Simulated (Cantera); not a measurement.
Input: 1 mol CS2, 0.019 mol O2, 26 mol N2, at 723.15 K and 1.33 mbar.

Equilibrium computed with Cantera from the NASA thermochemical tables; the gas is ideal and each condensed phase is pure. Candidate condensed phases: C, S; 35 gas species. Gases not in the tables: S3 to S7. Rates play no part.

Base state: N2 0.962, CS2 0.0340, S2 0.00276, CO 0.000909, COS 0.000493 (mole fractions); condensed: C(graphite).

### Question
What changes in the equilibrium state with this change: N2 from 26 to 3.3 mol?

### Answer
```json
[
 {"species": "N2", "before": "0.962", "after": "0.763"},
 {"species": "CS2", "before": "0.0340", "after": "0.211"},
 {"species": "S2", "before": "0.00276", "after": "0.0172"},
 {"species": "CO2", "before": "1.72e-6", "after": "2.85e-5"},
 {"species": "COS", "before": "0.000493", "after": "0.00502"},
 {"species": "CO", "before": "0.000909", "after": "0.00371"},
 {"species": "C(graphite), mol", "before": "0.0433", "after": "0.0472"}
]
```
